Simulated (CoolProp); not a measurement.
Vapour-liquid equilibrium of hydrogen sulfide (1) + n-heptane (2) at 314.5 K; x and y are mole fractions of (1).

The numbers come from the multi-fluid Helmholtz-energy mixture model, Lemmon 2006 and Span 2003; pair parameters Kunz 2012 in CoolProp.

```
x     bubble pressure (MPa)  y at the bubble point  dew pressure at overall composition x (MPa)  liquid density (mol/L)
----  ---------------------  ---------------------  -------------------------------------------  ----------------------
0.05                 0.1847                  0.929                                      0.01378                   6.817
0.2                  0.7080                  0.981                                      0.01638                   7.551
0.35                  1.172                  0.989                                      0.02018                   8.651
0.5                   1.570                  0.992                                      0.02624                   10.23
0.65                  1.941                  0.994                                      0.03749                   12.48
0.8                   2.326                  0.996                                      0.06563                   15.64
0.95                  2.767                  0.999                                       0.2640                   19.87
```

No azeotrope shows between x = 0.05 and 0.95.

Pair parameters are fitted to limited data, so mixtures are less certain than the pure fluids. The gap from Raoult's law changes sign with composition, which may be real or a fault of the pair parameters; it wasn't checked against measurements.
